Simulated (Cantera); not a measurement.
Input: 1 mol SiH4, 1.7 mol NH3, held at 525 °C and 10.0 mbar.

Cantera equilibrium calculation (NASA polynomials, part measured and part estimated; ideal gas, pure solids and liquids). Candidate condensed phases: Si, Si3N4; 18 gas species. The numbers say what is thermodynamically allowed, not how fast it happens.

Base state: H2 0.961, N2 0.0387 (mole fractions); condensed: Si3N4(s).

Q: What changes in the equilibrium state with this change: temperature from 525 °C to 1802 °C?

A: 
| species | before | after |
|---|---|---|
| H2 | 0.961 | 0.811 |
| N2 | 0.0387 | 0.154 |
| H | <1e-9 | 0.0240 |
| Si | <1e-9 | 0.0102 |
| SiH | <1e-9 | 0.000525 |
| SiH2 | <1e-9 | 0.000130 |
| Si3N4(s), mol | 0.333 | 0 |
| Si(l), mol | 0 | 0.937 |
The tables' values for SiN are old estimates; treat these amounts as uncertain. Gases not in the tables: Si2H6 and higher silanes.
